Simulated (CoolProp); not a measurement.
Cyclopropane at several states: density (kg/m³) from the reference equation and from simpler models built on Tc = 398.7 K, pc = 5.605 MPa, ω = 0.131; each cubic takes its own stable root.

The numbers come from the reference Helmholtz-energy equation of state, Polt 1992 in CoolProp. This equation is an older, rougher fit.

```json
[
 {"T (K)": "356.7", "p (MPa)": "0.32", "phase": "gas", "reference": "4.674"},
 {"T (K)": "469.5", "p (MPa)": "0.0325", "phase": "gas", "reference": "0.3508"},
 {"T (K)": "385.8", "p (MPa)": "2.95", "phase": "gas", "reference": "51.08"},
 {"T (K)": "472.6", "p (MPa)": "0.0312", "phase": "gas", "reference": "0.3345"}
]
```

Q: How far does each simpler model (ideal gas, van der Waals, Redlich-Kwong, Soave-Redlich-Kwong, Peng-Robinson) lie from the reference over these 4 states: mean and median of the absolute difference, and the worst?

A: 
- ideal gas: mean 6.8 %, median 1.5 %, worst -24.2 % at 385.8 K and 2.95 MPa
- van der Waals: mean 1.3 %, median 0.3 %, worst -4.7 % at 385.8 K and 2.95 MPa
- Redlich-Kwong: mean 0.3 %, median 0.1 %, worst -0.9 % at 385.8 K and 2.95 MPa
- Soave-Redlich-Kwong: mean 0.2 %, median 0.0 %, worst -0.6 % at 385.8 K and 2.95 MPa
- Peng-Robinson: mean 0.5 %, median 0.1 %, worst +1.9 % at 385.8 K and 2.95 MPa
